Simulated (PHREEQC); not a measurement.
Dissolve 4.1 mmol/kgw HF, 17 mmol/kgw H2SiF6 and 5.3 mmol/kgw H2SO4 at 25 °C. Closed to the air; pH follows from the charge balance.

Equilibrium calculation in PHREEQC: ion-association model, phreeqc.dat.

```
quantity                   before     after
------------------------  -------  --------
pH                           1.47      1.56
ionic strength (mol/kgw)   0.0587    0.0466
SiF6-2 (mol/kgw)           0.0165    0.0132
HF (mol/kgw)              0.00697    0.0269
HSO4- (mol/kgw)           0.00341   0.00453
SO4-2 (mol/kgw)           0.00189  0.000769
SI of Chalcedony (SiO2)     +0.26     +0.60
```

Q: Name the change that produced these shifts.
A. temperature from 25 to 80 °C
B. HF left out
C. temperature from 25 to 60 °C
D. temperature from 25 to 5 °C

A: A, temperature from 25 to 80 °C

Precipitation was switched off in this run. Some of these states are supersaturated (in Quartz (slow to form), Chalcedony (slow to form), for instance). Away from 25 °C the constants follow the database's enthalpies or fits; those with neither stay at their 25 °C values. SiF6-2 is the database's only silicon fluoride.
